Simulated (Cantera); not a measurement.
Feed: 1 mol Cr2O3, 1400 mol H2, 0.043 mol H2O, equilibrated at 700000 Pa.

These are equilibrium values from Cantera (NASA tables, ideal gas, pure condensed phases), not measurements of a reactor. Candidate condensed phases: Cr, Cr2O3, H2O; 13 gas species. Mutual solubility and eutectic melting of coexisting phases are not modelled. The numbers say what is thermodynamically allowed, not how fast it happens.

log p: log10 of the partial pressure in bar; n: condensed amount in mol.

```json
[
 {"T (K)": "898", "log p H2": "0.85", "log p H2O": "-3.67", "log p H": "-9.54", "log p Cr": "<-11", "log p CrO": "<-11", "n Cr2O3(s)": "1.00", "n Cr(s)": "0"},
 {"T (K)": "998", "log p H2": "0.85", "log p H2O": "-3.67", "log p H": "(withheld)", "log p Cr": "<-11", "log p CrO": "<-11", "n Cr2O3(s)": "1.00", "n Cr(s)": "0"},
 {"T (K)": "1098", "log p H2": "0.85", "log p H2O": "-3.65", "log p H": "-7.18", "log p Cr": "<-11", "log p CrO": "<-11", "n Cr2O3(s)": "0.999", "n Cr(s)": "0.00116"},
 {"T (K)": "1198", "log p H2": "0.85", "log p H2O": "-3.15", "log p H": "-6.30", "log p Cr": "-9.65", "log p CrO": "<-11", "n Cr2O3(s)": "0.967", "n Cr(s)": "0.0652"},
 {"T (K)": "1298", "log p H2": "0.84", "log p H2O": "-2.73", "log p H": "-5.55", "log p Cr": "-8.35", "log p CrO": "<-11", "n Cr2O3(s)": "0.891", "n Cr(s)": "0.218"},
 {"T (K)": "1398", "log p H2": "0.84", "log p H2O": "-2.38", "log p H": "-4.90", "log p Cr": "-7.23", "log p CrO": "-11.05", "n Cr2O3(s)": "0.734", "n Cr(s)": "0.532"},
 {"T (K)": "1498", "log p H2": "0.84", "log p H2O": "-2.07", "log p H": "-4.34", "log p Cr": "-6.27", "log p CrO": "-9.69", "n Cr2O3(s)": "0.444", "n Cr(s)": "1.11"},
 {"T (K)": "1598", "log p H2": "0.84", "log p H2O": "-1.82", "log p H": "-3.85", "log p Cr": "-5.43", "log p CrO": "-8.51", "n Cr2O3(s)": "0", "n Cr(s)": "2.00"},
 {"T (K)": "1698", "log p H2": "0.84", "log p H2O": "-1.82", "log p H": "-3.42", "log p Cr": "-4.69", "log p CrO": "-7.70", "n Cr2O3(s)": "0", "n Cr(s)": "2.00"},
 {"T (K)": "1798", "log p H2": "0.84", "log p H2O": "-1.82", "log p H": "(withheld)", "log p Cr": "(withheld)", "log p CrO": "(withheld)", "n Cr2O3(s)": "0", "n Cr(s)": "1.98"},
 {"T (K)": "1898", "log p H2": "0.84", "log p H2O": "-1.82", "log p H": "-2.68", "log p Cr": "-3.47", "log p CrO": "-6.35", "n Cr2O3(s)": "0", "n Cr(s)": "1.93"},
 {"T (K)": "1998", "log p H2": "0.84", "log p H2O": "-1.82", "log p H": "-2.37", "log p Cr": "-2.95", "log p CrO": "-5.78", "n Cr2O3(s)": "0", "n Cr(s)": "1.78"}
]
```

Q: What belongs in the gaps?

A: 
- 998, log p H: -8.24
- 1798, log p H: -3.03
- 1798, log p Cr: -4.04
- 1798, log p CrO: -6.99
